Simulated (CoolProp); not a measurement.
Vapour-liquid equilibrium of R113 (1) + benzene (2) at 1.1 MPa; x and y are mole fractions of (1).

Model: multi-fluid Helmholtz-energy mixture model, Marx 1992 and Thol 2012; pair parameters Bell 2016, in CoolProp.

```csv
x,bubble temperature (°C),y at the bubble point,dew temperature at overall composition x (°C),liquid density (mol/L)
0.05,179.5,0.106,181.8,8.626
0.2,169.2,0.340,175.4,8.271
0.35,162.0,0.503,168.8,7.906
0.5,156.6,0.632,162.1,7.552
0.65,152.2,0.745,155.9,7.219
0.8,148.5,0.854,150.3,6.910
0.95,145.3,0.963,145.7,6.625
```

No azeotrope shows between x = 0.05 and 0.95.

Pair parameters are fitted to limited data, so mixtures are less certain than the pure fluids.
